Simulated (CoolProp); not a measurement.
CF4 (R14) along the isobar 8.21 bar: density (kg/m³) from the reference equation and from simpler models built on Tc = -45.8 °C, pc = 37.62 bar, ω = 0.178; each cubic takes its own stable root.

The numbers come from the reference Helmholtz-energy equation of state, Platzer 1990 in CoolProp. This equation is an older, rougher fit.

```tsv
T (°C)	phase	reference
-74.75	gas	50.03
-59.65	gas	45.05
-44.45	gas	41.15
-29.35	gas	37.99
-14.25	gas	35.34
0.95	gas	33.07
16.05	gas	31.10
31.15	gas	29.38
46.25	gas	27.85
61.45	gas	26.48
76.55	gas	25.24
91.65	gas	24.13
106.75	gas	23.11
121.95	gas	22.17
137.05	gas	21.32
152.15	gas	20.53
```

Task: How far does each simpler model (ideal gas, van der Waals, Redlich-Kwong, Peng-Robinson) lie from the reference over these 16 states: mean and median of the absolute difference, and the worst?

Result: 
- ideal gas: mean 3.8 %, median 2.5 %, worst -12.5 % at -74.75 °C and 8.21 bar
- van der Waals: mean 0.7 %, median 0.6 %, worst -2.9 % at -74.75 °C and 8.21 bar
- Redlich-Kwong: mean 0.3 %, median 0.3 %, worst -0.5 % at -74.75 °C and 8.21 bar
- Peng-Robinson: mean 0.5 %, median 0.4 %, worst +1.2 % at -74.75 °C and 8.21 bar
